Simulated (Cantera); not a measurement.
Reactions in the system C-H-Pb-S

Source: NASA polynomial tables (part measured, part estimated), evaluated in Cantera. Values are per mole of reaction as written; species without (g) are pure solids or liquids, kept so even where they would boil at 1 bar.

C2H6(g) + 3 PbS ⇌ 3 H2S(g) + 3 Pb + 2 C

```tsv
T (K)	ΔH° (kJ)	ΔS° (J/K)	ΔG° (kJ)	log10 K
623	330.5	341.3	117.8	-9.88
698	329.9	340.5	92.3	-6.91
773	329.1	339.4	66.8	-4.51
848	328.0	338.1	41.4	-2.55
923	326.7	336.6	16.1	-0.91
```
